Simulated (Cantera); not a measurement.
Charge: 1 mol Pb, 0.29 mol CO, a varied amount of N₂, equilibrated at 750 °C and 34.0 Pa.

Method: chemical equilibrium by Gibbs-energy minimisation in Cantera with the NASA 1993 tables (ideal gas, pure condensed phases). Candidate condensed phases: C, Pb, PbO, PbO₂, Pb₃O₄; 27 gas species. Equilibrium is a limit: real reactors are often held back by kinetics, nucleation or transport.

Q: What share of the Pb ends up in condensed phases as a function of n(N₂) (mol), at 3.1, 3.6, 4.2, 4.9, 5.7, 6.7, 7.8, 9.1, 11, 12, 14, 17, 20?

A: 
```json
[
 {"n(N₂) (mol)": "3.1", "Pb condensed (%)": "71.1", "as": "Pb(l)"},
 {"n(N₂) (mol)": "3.6", "Pb condensed (%)": "66.8", "as": "Pb(l)"},
 {"n(N₂) (mol)": "4.2", "Pb condensed (%)": "61.7", "as": "Pb(l)"},
 {"n(N₂) (mol)": "4.9", "Pb condensed (%)": "55.7", "as": "Pb(l)"},
 {"n(N₂) (mol)": "5.7", "Pb condensed (%)": "48.9", "as": "Pb(l)"},
 {"n(N₂) (mol)": "6.7", "Pb condensed (%)": "40.3", "as": "Pb(l)"},
 {"n(N₂) (mol)": "7.8", "Pb condensed (%)": "30.9", "as": "Pb(l)"},
 {"n(N₂) (mol)": "9.1", "Pb condensed (%)": "19.8", "as": "Pb(l)"},
 {"n(N₂) (mol)": "11", "Pb condensed (%)": "3.6", "as": "Pb(l)"},
 {"n(N₂) (mol)": "12", "Pb condensed (%)": "0.0", "as": "-"},
 {"n(N₂) (mol)": "14", "Pb condensed (%)": "0.0", "as": "-"},
 {"n(N₂) (mol)": "17", "Pb condensed (%)": "0.0", "as": "-"},
 {"n(N₂) (mol)": "20", "Pb condensed (%)": "0.0", "as": "-"}
]
```
